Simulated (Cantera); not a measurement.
A perfectly stirred reactor is fed with NO : N2 = 1 : 6.3 (molar parts), at 0.0257 atm; it is held at 2025 K, and followed from long to short residence time.

Cantera simulation using GRI-Mech 3.0 (53 species, 325 reactions); the numbers are that mechanism's predictions, not measurements. Radical loss at walls, strong at low pressure, is not modelled.

What does this change do: N2 6.3 to 4.6 parts?


```json
[
 {"quantity": "x(NO) at τ = 8.80 s", "before": "0.0812", "after": "0.0984"},
 {"quantity": "x(O2) at τ = 8.80 s", "before": "0.0274", "after": "0.0395"},
 {"quantity": "x(NO2) at τ = 8.80 s", "before": "7.80e-6", "after": "1.13e-5"},
 {"quantity": "x(N2O) at τ = 8.80 s", "before": "2.39e-6", "after": "3.34e-6"},
 {"quantity": "x(N2) at τ = 8.80 s", "before": "0.890", "after": "0.861"},
 {"quantity": "x(NO) at τ = 0.130 s", "before": "0.137", "after": "0.178"},
 {"quantity": "x(O2) at τ = 0.130 s", "before": "0.000118", "after": "0.000234"},
 {"quantity": "x(NO2) at τ = 0.130 s", "before": "1.76e-6", "after": "3.14e-6"},
 {"quantity": "x(N2O) at τ = 0.130 s", "before": "7.74e-6", "after": "1.29e-5"},
 {"quantity": "x(N2) at τ = 0.130 s", "before": "0.863", "after": "0.822"}
]
```
